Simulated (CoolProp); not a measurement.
Computed with CoolProp (reference Helmholtz-energy equation of state, Gao 2020).

Give the vapour pressure (MPa), liquid density (kg/m³), liquid viscosity (µPa s) of saturated ammonia at 228.4, 259.9 K.


```csv
T (K),p (MPa),liquid density (kg/m³),liquid viscosity (µPa s)
228.4,0.0552,695,301
259.9,0.254,656,197
```

Viscosity comes from a separate model (Fenghour 1995).
